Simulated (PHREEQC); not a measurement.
A made-up water analysis in mg/kgw, 20 °C, pH 2.34, pe 8.1:

```
constituent  mg/kgw
-----------  ------
Na              274
K               160
Ca             29.7
Mg              107
Cl              309
S(6) as SO4    1300
Cu(2)          21.7
B              1.47
Sr             5.88
```

Cl is adjusted to close the charge balance.
Valence states are taken as typed.

The numbers come from PHREEQC with the ion-association model, phreeqc.dat.

No solid was allowed to form.

Q: Predict the ionic strength, specific conductance.

A: ionic strength 0.0416 mol/kgw; specific conductance 3980 µS/cm.

Q: In which forms is Mg present?

A: Mg+2 68 %, MgSO4 32 % of the Mg.

Species that the database lacks are ignored.
